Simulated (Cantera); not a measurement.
A perfectly stirred reactor is fed with H2 : O2 = 0.028 : 1 (molar parts), equivalence ratio 0.014, at 0.0263 atm; it is held at 1150 K, and followed from long to short residence time.

Model: GRI-Mech 3.0 (53 species, 325 reactions), integrated in Cantera. Radical loss at walls, strong at low pressure, is not modelled.

### Question
What does this change do: temperature 1150 to 1425 K?

### Answer
```tsv
quantity	before	after
x(H2) at τ = 1.40 s	7.66e-5	3.80e-5
x(O2) at τ = 1.40 s	0.971	0.970
x(H) at τ = 1.40 s	2.64e-5	4.72e-5
x(HO2) at τ = 1.40 s	1.29e-6	5.38e-7
x(OH) at τ = 1.40 s	0.000365	0.00111
x(H2) at τ = 32.0 ms	0.000668	0.000305
x(O2) at τ = 32.0 ms	0.965	0.957
x(H) at τ = 32.0 ms	0.000801	0.000915
x(HO2) at τ = 32.0 ms	4.17e-6	1.65e-6
x(OH) at τ = 32.0 ms	0.00129	0.00298
```

### Question
What does this change do: O2 1 to 0.72 parts?

### Answer
| quantity | before | after |
|---|---|---|
| x(H2) at τ = 1.40 s | 7.66e-5 | 9.56e-5 |
| x(O2) at τ = 1.40 s | 0.971 | 0.961 |
| x(H) at τ = 1.40 s | 2.64e-5 | 3.34e-5 |
| x(HO2) at τ = 1.40 s | 1.29e-6 | 1.62e-6 |
| x(OH) at τ = 1.40 s | 0.000365 | 0.000436 |
| x(H2) at τ = 32.0 ms | 0.000668 | 0.000842 |
| x(O2) at τ = 32.0 ms | 0.965 | 0.953 |
| x(H) at τ = 32.0 ms | 0.000801 | 0.00109 |
| x(HO2) at τ = 32.0 ms | 4.17e-6 | 5.17e-6 |
| x(OH) at τ = 32.0 ms | 0.00129 | 0.00155 |
The temperature is held fixed by assumption; the heat of reaction is taken as removed at once.
